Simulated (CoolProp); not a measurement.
Computed with CoolProp (reference Helmholtz-energy equation of state, Schroeder 2014).

Q: Give the vapour pressure (bar), vapour density (kg/m³), enthalpy of vaporisation (kJ/kg), surface tension (mN/m) of saturated ethanol at 55.45 °C.

A: 
```tsv
T (°C)	p (bar)	vapour density (kg/m³)	enthalpy of vaporisation (kJ/kg)	surface tension (mN/m)
55.45	0.380	0.652	884	18.9
```

Surface tension comes from a separate correlation (Mulero 2012).
